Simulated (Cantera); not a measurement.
Input (Python, Cantera) and output of one run.

```python
import numpy as np
import cantera as ct

gas_names = """
    C CN CO CO2 C2 CCN CNC C2N2 C2O C3 C3O2 C4 C4N2 C5 N NCO NO NO2 NO3 N2 N2O O O2 O3 Si SiC SiC2 SiN
    SiO SiO2 Si2 Si2C Si2N Si3
""".split()
cond_names = """
    C(gr) Si(cr) Si(L) SiC(b) SiO2(Lqz) SiO2(hqz) SiO2(L) Si2N2O(s) Si3N4(a)
""".split()


# ... load() reads the species with a 1 bar reference pressure and builds the phases ...
atoms = {
    'SiC': {'Si': 1, 'C': 1},
    'CO2': {'C': 1, 'O': 2},
    'N2': {'N': 2},
    'O2': {'O': 2},
}
top_T = {'C(gr)': 4500, 'SiC(b)': 3050, 'Si2N2O(s)': 2100, 'Si3N4(a)': 2400}  # K; cautious upper limits of use, not melting points


# ... equilibrate(T, P, feed) seeds the gas with the atoms and calls Mixture.equilibrate('TP', solver="vcs", rtol=1e-11, max_steps=5000) ...
results = []
feed = {'SiC': 1, 'CO2': 0.093, 'N2': 310, 'O2': 0.98}  # mol
T = 1175  # K
P = 13332.2  # Pa
mix = equilibrate(T, P, feed)
results.append((T, P, feed, dict(zip(mix.species_names, mix.species_moles))))
x = sorted(zip(gas.X, gas.species_names), reverse=True)
print(f"T = {T:g} K  P = {P:g} Pa  gas = {mix.phase_moles(0):.4g} mol")
print("   x: " + "  ".join(f"{s} {v:.3e}" for v, s in x if v > 1e-05))
print("   condensed (mol): " + ("  ".join(f"{mix.phase(i).name} {mix.phase_moles(i):.4g}"
      for i in range(1, mix.n_phases) if mix.phase_moles(i) > 1e-12) or "none"))
```

Output:

```
T = 1175 K  P = 13332.2 Pa  gas = 310.8 mol
   x: N2 9.965e-01  CO 3.517e-03
   condensed (mol): SiO2(hqz) 0.3686  Si2N2O(s) 0.3157
```

Equilibrium computed with Cantera from the NASA thermochemical tables; the gas is ideal and each condensed phase is pure. N2 is the only nitrogen source here; it is nearly inert below about 1500 K, so the nitride shown seldom forms there in practice. Mutual solubility and eutectic melting of coexisting phases are not modelled. The tables hold silica as quartz up to 1696 K and as liquid above; real silica turns to tridymite and cristobalite and melts near 1996 K.
